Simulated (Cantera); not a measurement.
## Gas-phase reforming

A perfectly stirred reactor is fed with CH₄ : CO₂ : H₂ = 1 : 0.44 : 0.67 (molar parts), at 0.820 bar; it is held at 1725 K, and followed from long to short residence time.

Cantera simulation using GRI-Mech 3.0 (53 species, 325 reactions); the numbers are that mechanism's predictions, not measurements. GRI-Mech 3.0 stops at C3 and has no aromatics, soot or wall deposition, so with more carbon than oxygen in the feed, carbon stays in small species such as C2H2 where larger ones or solid carbon would form.

```json
[
 {"τ (s)": "13", "x CH₄": "0.0157", "x CO₂": "0.00105", "x H₂": "0.652", "x O₂": "<1e-12", "x C₂H₄": "0.00164", "x C₂H₆": "2.30e-6"},
 {"τ (s)": "4.2", "x CH₄": "0.0207", "x CO₂": "0.00268", "x H₂": "0.637", "x O₂": "<1e-12", "x C₂H₄": "0.00175", "x C₂H₆": "3.55e-6"},
 {"τ (s)": "1.4", "x CH₄": "0.0302", "x CO₂": "0.00570", "x H₂": "0.611", "x O₂": "1.81e-12", "x C₂H₄": "0.00193", "x C₂H₆": "6.92e-6"},
 {"τ (s)": "0.46", "x CH₄": "0.0472", "x CO₂": "0.0109", "x H₂": "0.572", "x O₂": "5.08e-12", "x C₂H₄": "0.00216", "x C₂H₆": "1.62e-5"},
 {"τ (s)": "0.15", "x CH₄": "0.0773", "x CO₂": "0.0216", "x H₂": "0.528", "x O₂": "9.64e-12", "x C₂H₄": "0.00240", "x C₂H₆": "4.20e-5"},
 {"τ (s)": "0.050", "x CH₄": "0.129", "x CO₂": "0.0465", "x H₂": "0.488", "x O₂": "1.25e-11", "x C₂H₄": "0.00280", "x C₂H₆": "0.000109"},
 {"τ (s)": "0.017", "x CH₄": "0.209", "x CO₂": "0.0942", "x H₂": "0.453", "x O₂": "1.07e-11", "x C₂H₄": "0.00380", "x C₂H₆": "0.000257"},
 {"τ (s)": "0.0055", "x CH₄": "0.312", "x CO₂": "0.151", "x H₂": "0.409", "x O₂": "5.80e-12", "x C₂H₄": "0.00558", "x C₂H₆": "0.000514"}
]
```
x: mole fraction; the columns are a selection and need not sum to one.
